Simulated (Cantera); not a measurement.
An isothermal, constant-pressure homogeneous reactor starts with 1.61 % C2H6, 98.4 % N2, at 1850 K and 1.00 bar.

Model: GRI-Mech 3.0 (53 species, 325 reactions), integrated in Cantera. GRI-Mech 3.0 stops at C3 and has no aromatics, soot or wall deposition, so with more carbon than oxygen in the feed, carbon stays in small species such as C2H2 where larger ones or solid carbon would form.

One state of this run: x C2H6 = 0.00601; x CH3 = 0.00660; x C2H2 = 0.000591; x C2H = 5.29e-7; x H = 0.000557; x C2H4 = 0.00492; x H2 = 0.00553. x: mole fraction; the columns are a selection and need not sum to one.

Which value of t (s) does it belong to?
(A) 2.00e-6
(B) 0.00190
(C) 0.325
(D) 1.11e-5

D, 1.11e-5
